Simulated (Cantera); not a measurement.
**Equilibrium for silicon epitaxy and polysilicon growth: SiHCl3 + Cl2 + H2 + HCl**

A closed system holds: 1 mol SiHCl3, 0.0086 mol Cl2, 22 mol H2, 0.045 mol HCl, at 1.00 Torr.

Equilibrium computed with Cantera from the NASA thermochemical tables; the gas is ideal and each condensed phase is pure. Candidate condensed phases: Si; 19 gas species. The tables' values for SiCl3, SiCl are old estimates; treat these amounts as uncertain. Rates play no part.

| T (°C) | x H2 | x HCl | x SiCl4 | x SiCl2 | n Si(s) |
|---|---|---|---|---|---|
| 602 | 0.956 | 0.0131 | 0.0260 | 0.000229 | 0.282 |
| 652 | 0.950 | 0.0216 | 0.0236 | 0.000709 | 0.326 |
| 702 | 0.941 | 0.0331 | 0.0200 | 0.00188 | 0.380 |
| 752 | 0.929 | 0.0469 | 0.0153 | 0.00423 | 0.435 |
| 802 | 0.917 | 0.0613 | 0.00985 | 0.00800 | 0.479 |
| 852 | 0.906 | 0.0730 | 0.00503 | 0.0125 | 0.501 |
| 902 | 0.899 | 0.0799 | 0.00205 | 0.0162 | 0.505 |
| 952 | 0.896 | 0.0827 | 0.000734 | 0.0186 | 0.498 |
| 1002 | 0.895 | 0.0832 | 0.000258 | 0.0201 | 0.487 |
| 1052 | 0.895 | 0.0829 | 9.42e-5 | 0.0210 | 0.476 |
| 1102 | 0.895 | 0.0823 | 3.64e-5 | 0.0218 | 0.464 |
| 1152 | 0.896 | 0.0815 | 1.50e-5 | 0.0224 | 0.453 |
| 1202 | 0.896 | 0.0807 | 6.51e-6 | 0.0229 | 0.443 |
| 1252 | 0.896 | 0.0800 | 2.99e-6 | 0.0234 | 0.433 |
x: gas mole fraction; n: condensed amount in mol.

From 602 °C to 1252 °C the condensed part is Si(s). The main Si-bearing gas is SiCl4 at 602 °C and SiCl2 at 1252 °C. The share of Si in condensed phases is highest at 902 °C (50.5 %) and lowest at 602 °C (28.2 %).
